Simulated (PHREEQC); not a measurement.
Solution (90 °C): 0.27 mol RbOH, 0.00048 mol KHSO4 and 0.0003 mol NH4HS per kg of water. Closed to the air; pH follows from the charge balance.

The numbers come from PHREEQC with the ion-association model, wateq4f.dat.

No solid was allowed to form.

Question: Estimate the pH, activity of water.

Answer: pH 11.68; activity of water 0.991.

Constants without temperature data keep their 25 °C values here. The database's pK near 12.9 for HS-/S-2 is now thought far too low, so its S-2 is overstated. The polysulfide entries of wateq4f.dat were taken out for this run.
